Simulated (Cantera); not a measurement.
A freely propagating, adiabatic, planar premixed flame of 37.1 % H2, 13.2 % O2, 49.7 % N2, equivalence ratio 1.4, unburnt at 375 K and 0.365 atm; mixture-averaged transport, grid criteria slope 0.08 and curve 0.16, no radiation.

Cantera simulation using the H2/O2 subset of GRI-Mech 3.0, which has no nitrogen chemistry; the numbers are that mechanism's predictions, not measurements. Burning velocities carry a grid error of a few per cent, more on coarse grids.

Q: Predict: laminar burning velocity; thermal thickness; peak x(H); peak x(OH); peak x(H2O2); peak x(O).

A: laminar burning velocity: 381 cm/s
thermal thickness: 1.40 mm
peak x(H): 0.0914
peak x(OH): 0.0107
peak x(H2O2): 4.85e-5
peak x(O): 0.00773
